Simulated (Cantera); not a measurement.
A closed system holds: 1 mol Al2O3, 0.46 mol O2, held at 1623.15 K and 1 atm.

Cantera equilibrium calculation (NASA polynomials, part measured and part estimated; ideal gas, pure solids and liquids). Candidate condensed phases: Al, Al2O3; 9 gas species. Equilibrium is a limit: real reactors are often held back by kinetics, nucleation or transport.

Base state: O2 1.000, O 1.89e-5 (mole fractions); condensed: Al2O3(s).

Question: What changes in the equilibrium state with this change: 1.2 mol Cl2 added?

Answer: 
| species | before | after |
|---|---|---|
| Cl2 | 0 | 0.633 |
| O2 | 1.000 | 0.264 |
| Cl | 0 | 0.0994 |
| AlCl3 | 0 | 0.00243 |
| ClO | 0 | 0.00109 |
| O | 1.89e-5 | 9.73e-6 |
| Al2O3(s), mol | 1.00 | 0.998 |
Further candidate phases: AlCl3.
